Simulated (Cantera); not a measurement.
Input (Python, Cantera):

```python
import numpy as np
import cantera as ct

gas = ct.Solution("gri30.yaml")
gas.TPX = 1250, 280000, {'CH4': 1, 'CO': 0.065, 'O2': 1.56, 'N2': 5.88}
reactor = ct.IdealGasReactor(gas, energy="on", clone=False)
net = ct.ReactorNet([reactor])
net.rtol, net.atol = 1e-08, 1e-16
show = ['CH4', 'CO', 'O2', 'CO2', 'H', 'HO2']
times = np.geomspace(1e-06, 0.2, 16)

steps = ct.SolutionArray(gas, extra=["t"])
rows = []
print(f"{'t/s':>10s}{'T/K':>9s}{'P/Pa':>11s}" + "".join(f"{s:>11s}" for s in show))
for t in times:
    while net.time < t:
        t_next = net.step()
        steps.append(gas.state, t=t_next)
    rows.append([np.interp(t, steps.t, y) for y in (steps.T, steps.P, *steps(*show).X.T)])
    print(f"{t:10.3e}{rows[-1][0]:9.1f}{rows[-1][1]:11.4g}" + "".join(f"{x:11.3e}" for x in rows[-1][2:]))
rate = np.gradient(steps.T, steps.t)
print("integrator steps:", len(steps.t))
if steps.T.max() > steps.T[0] + 200:
    print(f"time of steepest temperature rise: {steps.t[rate.argmax()]:.4e} s")
gas.TPX = 1250, 280000, {'CH4': 1, 'CO': 0.065, 'O2': 1.56, 'N2': 5.88}
gas.equilibrate("UV")
print(f"equilibrium (UV): T = {gas.T:.1f} K  " + "  ".join(f"{s} {gas[s].X[0]:.3e}" for s in show))
```

It prints:

```
       t/s      T/K       P/Pa        CH4         CO         O2        CO2          H        HO2
 1.000e-06   1250.0    2.8e+05  1.176e-01  7.643e-03  1.834e-01  4.253e-10  3.708e-11  6.848e-09
 2.256e-06   1250.0    2.8e+05  1.176e-01  7.643e-03  1.834e-01  9.842e-10  3.983e-11  1.540e-08
 5.091e-06   1250.0    2.8e+05  1.176e-01  7.643e-03  1.834e-01  2.338e-09  4.502e-11  3.447e-08
 1.149e-05   1250.0    2.8e+05  1.176e-01  7.643e-03  1.834e-01  5.860e-09  5.747e-11  7.637e-08
 2.592e-05   1250.0    2.8e+05  1.176e-01  7.643e-03  1.834e-01  1.609e-08  8.956e-11  1.653e-07
 5.848e-05   1250.0    2.8e+05  1.176e-01  7.643e-03  1.834e-01  4.972e-08  1.838e-10  3.396e-07
 1.320e-04   1250.0    2.8e+05  1.176e-01  7.642e-03  1.834e-01  1.689e-07  5.146e-10  6.190e-07
 2.977e-04   1250.0    2.8e+05  1.176e-01  7.642e-03  1.834e-01  5.662e-07  1.660e-09  8.608e-07
 6.718e-04   1250.2    2.8e+05  1.175e-01  7.641e-03  1.834e-01  1.670e-06  3.617e-09  9.559e-07
 1.516e-03   1250.7  2.802e+05  1.174e-01  7.642e-03  1.833e-01  4.935e-06  5.864e-09  1.456e-06
 3.420e-03   1252.9  2.807e+05  1.171e-01  7.669e-03  1.831e-01  1.763e-05  1.341e-08  2.994e-06
 7.717e-03   1269.1  2.843e+05  1.146e-01  8.159e-03  1.813e-01  1.043e-04  8.694e-08  1.123e-05
 1.741e-02   2941.7  7.063e+05  1.120e-12  7.571e-02  3.011e-03  4.111e-02  1.022e-02  3.304e-06
 3.928e-02   2941.7  7.063e+05  1.120e-12  7.571e-02  3.011e-03  4.111e-02  1.022e-02  3.304e-06
 8.864e-02   2941.7  7.063e+05  1.120e-12  7.571e-02  3.011e-03  4.111e-02  1.022e-02  3.304e-06
 2.000e-01   2941.7  7.063e+05  1.120e-12  7.571e-02  3.011e-03  4.111e-02  1.022e-02  3.304e-06
integrator steps: 2441
time of steepest temperature rise: 1.0774e-02 s
equilibrium (UV): T = 2941.7 K  CH4 1.339e-12  CO 7.571e-02  O2 3.011e-03  CO2 4.111e-02  H 1.022e-02  HO2 3.304e-06
```

Model: GRI-Mech 3.0 (53 species, 325 reactions), integrated in Cantera.
